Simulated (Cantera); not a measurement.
Feed: 1 mol SiH₂Cl₂, 0.31 mol NO, 26 mol N₂, equilibrated at 0.100 bar.

These are equilibrium values from Cantera (NASA tables, ideal gas, pure condensed phases), not measurements of a reactor. Candidate condensed phases: H₂O, NH₄Cl, Si, SiO₂, Si₂N₂O, Si₃N₄; 47 gas species. Mutual solubility and eutectic melting of coexisting phases are not modelled. The tables' values for SiCl₃, SiCl, SiN are old estimates; treat these amounts as uncertain. Equilibrium is a limit: real reactors are often held back by kinetics, nucleation or transport.

x: gas mole fraction; n: condensed amount in mol.

```
T (K)   x N₂   x HCl    x H₂  x SiCl₂     x SiO   x SiCl₄  n Si₂N₂O(s)  n Si₃N₄(s)
-----  -----  ------  ------  -------  --------  --------  -----------  ----------
1398   0.932  0.0524  0.0100  0.00122   2.34e-8   0.00362        0.310      0.0724
1448   0.931  0.0516  0.0104      [?]       [?]       [?]        0.310         [?]
1498   0.931  0.0500  0.0111  0.00447   6.50e-7   0.00204        0.310      0.0507
1548   0.930  0.0474  0.0123  0.00713   2.90e-6   0.00124        0.310      0.0325
1598   0.929  0.0440  0.0140   0.0101   1.18e-5  0.000662        0.310      0.0112
1648   0.929  0.0423  0.0148   0.0120   5.85e-5  0.000352        0.308           0
1698   0.929  0.0422  0.0148   0.0126  0.000330  0.000199        0.301           0
1748   0.927  0.0403  0.0156   0.0140   0.00139  0.000106        0.271           0
1798   0.925  0.0355  0.0178   0.0166   0.00386   4.92e-5        0.202           0
1848   0.922     [?]     [?]      [?]       [?]       [?]          [?]           0
1898   0.919  0.0214  0.0242   0.0237    0.0109   6.86e-6            0           0
1948   0.918  0.0216  0.0240   0.0236    0.0109   4.38e-6            0           0
1998   0.918  0.0218  0.0238   0.0234    0.0109   2.88e-6            0           0
```

Complete the blanks.


- 1448, x SiCl₂: 0.00247
- 1448, x SiO: 1.31e-7
- 1448, x SiCl₄: 0.00289
- 1448, n Si₃N₄(s): 0.0640
- 1848, x HCl: 0.0282
- 1848, x H₂: 0.0212
- 1848, x SiCl₂: 0.0203
- 1848, x SiO: 0.00749
- 1848, x SiCl₄: 1.90e-5
- 1848, n Si₂N₂O(s): 0.0984
